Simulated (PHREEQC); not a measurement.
A solution holds 0.072 mol/kgw TMAH and 0.0015 mol/kgw H4SiO4, at 76 °C. Closed to the air; pH follows from the charge balance.

All values are PHREEQC results (ion-association model, phreeqc.dat), not measurements.

| Item | Result |
|---|---|
| pH | 11.40 |
| ionic strength | 0.0724 mol/kgw |
| total alkalinity | 72.0 meq/kg |

| species | molality | activity | log γ |
|---|---|---|---|
| (CH3)4N+ | 0.0720 | 0.0557 | -0.112 |
| OH- | 0.0701 | 0.0537 | -0.116 |
| H3SiO4- | 0.00107 | 0.000828 | -0.112 |
| H2SiO4-2 | 0.000423 | 0.000165 | -0.409 |
| H4SiO4 | 5.97e-6 | 6.07e-6 | 0.007 |

This is a speciation only: nothing precipitates in the calculation. (CH3)4N+ isn't in the database: it is added as a free cation with an ion size of 4 Å. Constants without temperature data keep their 25 °C values here.
